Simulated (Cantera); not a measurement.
Feed: 1 mol Ta, 3.1 mol O₂, held at 11.0 mbar.

Method: chemical equilibrium by Gibbs-energy minimisation in Cantera with the NASA 1993 tables (ideal gas, pure condensed phases). Candidate condensed phases: Ta, Ta₂O₅; 6 gas species. Rates play no part.

x: gas mole fraction; n: condensed amount in mol.

```
T (°C)   x O₂     x O    x TaO₂     x TaO     x O₃  n Ta₂O₅(l)
------  -----  ------  --------  --------  -------  ----------
1952    0.970  0.0297   1.82e-5  1.95e-10  1.44e-8       0.500
2002    0.960  0.0401   4.21e-5  7.26e-10  1.70e-8       0.500
2052    0.947  0.0532   9.37e-5   2.55e-9  1.98e-8       0.500
2102    0.930  0.0697  0.000202   8.52e-9  2.28e-8       0.500
2152    0.910  0.0900  0.000420   2.71e-8  2.59e-8       0.500
2202    0.884   0.115  0.000847   8.24e-8  2.90e-8       0.499
2252    0.854   0.144   0.00166   2.41e-7  3.20e-8       0.498
2302    0.818       …         …         …  3.47e-8       0.497
2352    0.775       …         …         …  3.69e-8       0.494
2402    0.726   0.264    0.0108   4.90e-6  3.83e-8       0.488
2452    0.668   0.313    0.0193   1.27e-5  3.87e-8       0.478
2502    0.602   0.364    0.0340   3.22e-5  3.77e-8       0.459
```

Q: Complete the blanks.

A: 
- 2302, x O: 0.179
- 2302, x TaO₂: 0.00317
- 2302, x TaO: 6.78e-7
- 2352, x O: 0.219
- 2352, x TaO₂: 0.00592
- 2352, x TaO: 1.85e-6
